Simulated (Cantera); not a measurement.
A Cantera script and what it prints.

```python
import numpy as np
import cantera as ct

gas_names = """
    CL CL2 N N2 Si SiCL SiCL2 SiCL3 SiCL4 SiN Si2 Si2N Si3
""".split()
cond_names = """
    Si(cr) Si(L) Si3N4(a)
""".split()


# ... load() reads the species with a 1 bar reference pressure and builds the phases ...
atoms = {
    'SiCl4': {'Si': 1, 'CL': 4},
    'N2': {'N': 2},
}
top_T = {'Si3N4(a)': 2400}  # K; cautious upper limits of use, not melting points


# ... equilibrate(T, P, feed) seeds the gas with the atoms and calls Mixture.equilibrate('TP', solver="vcs", rtol=1e-11, max_steps=5000) ...
results = []
feed = {'SiCl4': 1, 'N2': 52}  # mol
T = 1125  # K
P = 10000  # Pa
mix = equilibrate(T, P, feed)
results.append((T, P, feed, dict(zip(mix.species_names, mix.species_moles))))
print(gas.report(threshold=0.0001))
for i in range(1, mix.n_phases):
    print(f"{mix.phase(i).name:16s} {mix.phase_moles(i):12.5e} mol")
```

It prints:

```
       temperature   1125 K
          pressure   10000 Pa
           density   0.032811 kg/m^3
  mean mol. weight   30.691 kg/kmol
   phase of matter   gas

                          1 kg             1 kmol
                     ---------------   ---------------
          enthalpy        4.6272e+05        1.4201e+07  J
   internal energy        1.5794e+05        4.8474e+06  J
           entropy            8353.6        2.5638e+05  J/K
    Gibbs function       -8.9351e+06       -2.7422e+08  J
 heat capacity c_p            1129.9             34678  J/K
 heat capacity c_v            859.01             26364  J/K

                      mass frac. Y      mole frac. X     chem. pot. / RT
                     ---------------   ---------------   ---------------
                N2           0.89556           0.98113           -27.496
             SiCL4           0.10442          0.018865           -123.98
     [  +11 minor]        1.8056e-05        6.3342e-06

Si(cr)            0.00000e+00 mol
Si3N4(a)          0.00000e+00 mol
```

Method: chemical equilibrium by Gibbs-energy minimisation in Cantera with the NASA 1993 tables (ideal gas, pure condensed phases).
